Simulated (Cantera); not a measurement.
**Diamond growth**

A diamond (100) surface in a fixed gas of H2 with x(CH4) = 0.0072, x(CH3) = 5.2e-05, at 1350 K, 4600 Pa; coverages are run to steady state.

Computed with Cantera and the Harris–Goodwin 1993 mechanism for the reconstructed diamond (100) surface.

```
x(H)     growth (µm/h)  θ c6HH  θ c6H*  θ c6*H   θ c6**
-------  -------------  ------  ------  ------  -------
0.0001         0.00517   0.687  0.0285   0.281  0.00362
0.0002          0.0212   0.579  0.0380   0.374  0.00858
0.00042         0.0701   0.485  0.0458   0.451   0.0175
0.00085          0.160   0.425  0.0503   0.496   0.0284
0.0017           0.276   0.389  0.0526   0.519   0.0387
0.0035           0.403   0.369  0.0538   0.530   0.0468
0.0072           0.534   0.358  0.0544   0.535   0.0520
0.015            0.704   0.353  0.0547   0.538   0.0549
0.03             0.948   0.350  0.0549   0.539   0.0564
```
θ: site fractions in the mechanism's names (c6HH fully hydrogenated, c6H* and c6*H radical sites, c6** diradical, c6HM methylated).
